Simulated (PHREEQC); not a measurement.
Solution (25 °C): 130 mmol/kgw TMAH, 19 mmol/kgw CO2 and 15 mmol/kgw K3PO4. Closed to the air; pH follows from the charge balance.

All values are PHREEQC results (ion-association model, wateq4f.dat), not measurements.

```json
{
  "pH": "12.81",
  "ionic_strength": "0.237 mol/kgw",
  "total_alkalinity": "160 meq/kg"
}
```

| species | molality | activity | log γ |
|---|---|---|---|
| (CH3)4N+ | 0.130 | 0.0917 | -0.151 |
| OH- | 0.0930 | 0.0645 | -0.159 |
| K+ | 0.0450 | 0.0314 | -0.156 |
| CO3-2 | 0.0190 | 0.00556 | -0.533 |
| PO4-3 | 0.0140 | 0.000802 | -1.242 |
| HPO4-2 | 0.000980 | 0.000275 | -0.552 |

No solid was allowed to form. (CH3)4N+ isn't in the database: it is added as a free cation with an ion size of 4 Å. H3PO4, which wateq4f.dat lacks, is added to it with the constant of phreeqc.dat.
